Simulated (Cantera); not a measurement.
What does this Cantera script print?

```python
import numpy as np
import cantera as ct

gas = ct.Solution("gri30.yaml")
gas.TPX = 325, 180000, {'CH4': 1, 'O2': 1.82, 'N2': 6.84}
flame = ct.FreeFlame(gas, width=0.027)
flame.set_refine_criteria(ratio=3, slope=0.08, curve=0.16)
flame.transport_model = "mixture-averaged"
flame.solve(loglevel=0, auto=True)
z, T = flame.grid, flame.T
thick = (T[-1] - T[0]) / np.gradient(T, z).max()
show = ['CH4', 'O2', 'HO2', 'OH', 'CH3', 'CO2']
print(f"laminar burning velocity  {flame.velocity[0] * 100:.3f} cm/s")
print(f"burnt temperature         {T[-1]:.1f} K")
print(f"thermal thickness         {thick * 1e3:.4f} mm")
print(f"grid points               {len(z)}")
z0 = z[flame.heat_release_rate.argmax()]
print(f"{'z/mm':>9s}{'T/K':>9s}{'u/(m/s)':>9s}" + "".join(f"{s:>11s}" for s in show))
rows = []
for k in (-3, -2, -1.5, -1, -0.5, -0.25, 0, 0.25, 0.5, 1, 2, 4, 8):
    zz = z0 + k * thick
    rows.append([k * thick, np.interp(zz, z, T), np.interp(zz, z, flame.velocity),
                 *(np.interp(zz, z, flame.X[gas.species_index(s)]) for s in show)])
    print(f"{rows[-1][0] * 1e3:9.3f}{rows[-1][1]:9.1f}{rows[-1][2]:9.3f}" + "".join(f"{x:11.3e}" for x in rows[-1][3:]))
```

It prints:

```
laminar burning velocity  35.512 cm/s
burnt temperature         2235.0 K
thermal thickness         0.2775 mm
grid points               152
     z/mm      T/K  u/(m/s)        CH4         O2        HO2         OH        CH3        CO2
   -0.833    325.1    0.355  1.034e-01  1.883e-01  1.384e-08  6.562e-13  7.073e-10  9.522e-08
   -0.555    326.8    0.358  1.031e-01  1.879e-01  2.523e-07  1.775e-10  1.100e-08  2.780e-06
   -0.416    335.6    0.369  1.023e-01  1.869e-01  1.684e-06  4.026e-09  6.294e-08  2.564e-05
   -0.278    424.4    0.469  9.644e-02  1.805e-01  2.257e-05  1.736e-07  1.065e-06  5.154e-04
   -0.139    938.7    1.055  6.480e-02  1.381e-01  1.500e-04  1.506e-05  1.681e-04  7.237e-03
   -0.069   1394.2    1.581  3.437e-02  9.268e-02  1.544e-04  1.673e-04  1.366e-03  1.753e-02
    0.000   1796.7    2.049  7.305e-03  4.366e-02  7.193e-05  1.640e-03  1.910e-03  3.327e-02
    0.069   1954.5    2.223  3.944e-04  1.810e-02  1.210e-05  4.874e-03  2.104e-04  4.911e-02
    0.139   2001.9    2.267  1.085e-05  1.056e-02  5.692e-06  6.198e-03  6.969e-06  5.920e-02
    0.278   2054.1    2.315  1.822e-08  6.981e-03  3.648e-06  6.142e-03  1.369e-08  6.666e-02
    0.555   2111.8    2.372  6.137e-13  4.753e-03  2.247e-06  5.292e-03  5.633e-13  6.992e-02
    1.110   2164.7    2.425  3.701e-15  2.822e-03  1.172e-06  4.090e-03  9.513e-15  7.199e-02
    2.220   2202.6    2.462  3.582e-15  1.424e-03  5.137e-07  2.892e-03  6.696e-15  7.374e-02
```

Detailed kinetics in Cantera: GRI-Mech 3.0 (53 species, 325 reactions). Burning velocities carry a grid error of a few per cent, more on coarse grids.
